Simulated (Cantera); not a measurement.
Feed: 1 mol MgCO₃, 0.78 mol H₂S, 0.068 mol O₂, at 1.00 bar.

These are equilibrium values from Cantera (NASA tables, ideal gas, pure condensed phases), not measurements of a reactor. Candidate condensed phases: C, C₆H₆, C₇H₈, C₈H₁₈, H₂O, H₂SO₄, Mg, MgCO₃, MgO, Mg(OH)₂, MgS, MgSO₄, S; 130 gas species. Kinetics and transport are ignored.

Q: At 1300 K, list the 6 most abundant gas species with their mole fractions, and the condensed phases.

A: CO₂ 0.357, H₂O 0.201, H₂S 0.147, CO 0.125, S₂ 0.110, H₂ 0.0399. Condensed: MgO(s).
